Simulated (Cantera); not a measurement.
Input: 1 mol TEOS, 0.88 mol O3, 13 mol H2, held at 10000 Pa.

These are equilibrium values from Cantera (NASA tables, ideal gas, pure condensed phases), not measurements of a reactor. Candidate condensed phases: C, C6H6, C7H8, C8H18, H2O, Si, SiC, SiO2; 123 gas species. The feed counts by its element totals alone. Equilibrium is a limit: real reactors are often held back by kinetics, nucleation or transport. All values below are at 950 K.

Base state: H2 0.820, CO 0.153, H2O 0.0117, CH4 0.0113, CO2 0.00391 (mole fractions); condensed: C(graphite) + SiO2(β-quartz).

Q: What changes in the equilibrium state with this change: H2 from 13 to 0.29 mol?

A: 
```json
[
 {"species": "H2", "before": "0.820", "after": "0.682"},
 {"species": "CO", "before": "0.153", "after": "0.279"},
 {"species": "H2O", "before": "0.0117", "after": "0.0178"},
 {"species": "CO2", "before": "0.00391", "after": "0.0130"},
 {"species": "CH4", "before": "0.0113", "after": "0.00781"},
 {"species": "C(graphite), mol", "before": "3.48", "after": "3.69"},
 {"species": "SiO2(β-quartz), mol", "before": "1.00", "after": "1.00"}
]
```
